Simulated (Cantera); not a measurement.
A perfectly stirred reactor is fed with NO : N₂ = 1 : 0.21 (molar parts), at 1.60 bar; it is held at 1800 K, and followed from long to short residence time.

Detailed kinetics in Cantera: GRI-Mech 3.0 (53 species, 325 reactions).

### Question
What does this change do: temperature 1800 to 2175 K?

### Answer
```csv
quantity,before,after
x(NO) at τ = 10.0 s,0.237,0.0281
x(N₂) at τ = 10.0 s,0.468,0.572
x(O₂) at τ = 10.0 s,0.294,0.398
x(N₂O) at τ = 10.0 s,2.32e-5,1.11e-6
x(O) at τ = 10.0 s,5.28e-5,0.00116
x(NO) at τ = 16.0 ms,0.818,0.680
x(N₂) at τ = 16.0 ms,0.177,0.246
x(O₂) at τ = 16.0 ms,0.00362,0.0721
x(N₂O) at τ = 16.0 ms,0.000270,0.000229
x(O) at τ = 16.0 ms,1.13e-5,0.000551
```
